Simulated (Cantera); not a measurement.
Charge: 1 mol CaO, 1.8 mol HF, 0.07 mol O₂, at 1.00 bar.

These are equilibrium values from Cantera (NASA tables, ideal gas, pure condensed phases), not measurements of a reactor. Candidate condensed phases: Ca, CaF₂, CaO, Ca(OH)₂, H₂O; 29 gas species. Mutual solubility and eutectic melting of coexisting phases are not modelled. Rates play no part.

Problem. Which condensed phases are stable at each of these points (T (°C)): 352, 452, 552, 652, 752, 852, 952, 1052, 1152, 1252, 1352, 1452, 1552?

Solution. 
```
T (°C)      condensed phases  Ca condensed (%)
------  --------------------  ----------------
352     CaF₂(s) + Ca(OH)₂(s)             100.0
452     CaF₂(s) + Ca(OH)₂(s)             100.0
552         CaF₂(s) + CaO(s)             100.0
652         CaF₂(s) + CaO(s)             100.0
752         CaF₂(s) + CaO(s)             100.0
852         CaF₂(s) + CaO(s)             100.0
952         CaF₂(s) + CaO(s)             100.0
1052        CaF₂(s) + CaO(s)             100.0
1152        CaF₂(s) + CaO(s)             100.0
1252        CaF₂(s) + CaO(s)             100.0
1352        CaF₂(s) + CaO(s)             100.0
1452        CaF₂(l) + CaO(s)             100.0
1552        CaF₂(l) + CaO(s)              99.9
```

From 352 °C to 452 °C the condensed part is CaF₂(s) + Ca(OH)₂(s). From 552 °C to 1352 °C the condensed part is CaF₂(s) + CaO(s). From 1452 °C to 1552 °C the condensed part is CaF₂(l) + CaO(s).
